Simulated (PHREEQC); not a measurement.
**Leach liquor**

Dissolve 0.0079 mol/kgw HCl, 7.3e-05 mol/kgw ZnSO4 and 0.0057 mol/kgw Fe2(SO4)3 at 25 °C. Closed to the air; pH follows from the charge balance.

All values are PHREEQC results (ion-association model, wateq4f.dat), not measurements.

Each row changes one thing in this solution. No solid was allowed to form.

```tsv
case	pH	ionic strength (mol/kgw)	FeSO4+ (mol/kgw)	SO4-2 (mol/kgw)	HSO4- (mol/kgw)	Fe+3 (mol/kgw)	SI of Fe(OH)3(a) (Fe(OH)3)	SI of Goethite (FeOOH)
as made	2.24	0.0290	0.00904	0.00505	0.00177	0.000866	-1.75	+4.14
diluted 5-fold with water	2.73	0.00822	0.00141	0.00171	0.000232	0.000212	-0.69	+5.20
ZnSO4 from 7.3e-05 to 8.03e-05 mol/kgw	2.24	0.0290	0.00904	0.00505	0.00177	0.000866	-1.75	+4.14
ZnSO4 left out	2.24	(withheld)	0.00904	0.00501	0.00176	0.000869	-1.75	+4.14
diluted 10-fold with water	2.92	0.00489	0.000521	0.00108	0.000100	0.000102	-0.38	+5.51
HCl left out	2.85	0.0269	0.00809	0.00703	0.000615	0.000533	-0.13	+5.76
Fe2(SO4)3 from 0.0057 to 0.00285 mol/kgw	2.20	0.0199	0.00433	0.00274	0.00112	0.000618	-1.96	+3.93
Fe2(SO4)3 from 0.0057 to 0.00513 mol/kgw	2.23	(withheld)	0.00810	0.00460	0.00165	0.000822	-1.78	+4.11
diluted 2-fold with water	2.46	(withheld)	(withheld)	0.00314	0.000725	0.000487	-1.25	+4.65
```

Q: What belongs in the gaps?

A: 
- ZnSO4 left out, ionic strength (mol/kgw): 0.0288
- Fe2(SO4)3 from 0.0057 to 0.00513 mol/kgw, ionic strength (mol/kgw): 0.0272
- diluted 2-fold with water, ionic strength (mol/kgw): 0.0165
- diluted 2-fold with water, FeSO4+ (mol/kgw): 0.00430

Some of these states are supersaturated (in Hematite (slow to form), Goethite (slow to form), for instance).
